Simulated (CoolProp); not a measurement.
Vapour-liquid equilibrium of n-heptane (1) + n-dodecane (2) at 0.325 MPa; x and y are mole fractions of (1).

Values from CoolProp's multi-fluid Helmholtz-energy mixture model, Span 2003 and Lemmon 2004; pair parameters Bell 2016.

Problem. Give the bubble temperature and the first vapour's composition at x = 0.15, 0.45, 0.75. Is there an azeotrope?

Solution. x = 0.15: 234.9 °C, y = 0.554; x = 0.45: 183.9 °C, y = 0.910; x = 0.75: 157.6 °C, y = 0.980. No azeotrope shows between x = 0.05 and 0.95.

Pair parameters are fitted to limited data, so mixtures are less certain than the pure fluids.
